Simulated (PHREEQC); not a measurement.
Consider water at 25 °C with 0.034 mol/kgw NaHS. Closed to the air; pH follows from the charge balance.

All values are PHREEQC results (ion-association model, phreeqc.dat), not measurements.

```json
[
 {"quantity": "pH", "before": "9.56", "after": "9.61"},
 {"quantity": "H2S (mol/kgw)", "before": "6.79e-5", "after": "0.000250"}
]
```

Name the change that produced these shifts.
A. diluted 5-fold with water
B. temperature from 25 to 70 °C
C. diluted 2-fold with water
D. NaHS from 0.034 to 0.17 mol/kgw
E. NaHS from 0.034 to 0.068 mol/kgw

D, NaHS from 0.034 to 0.17 mol/kgw

Precipitation was switched off in this run.
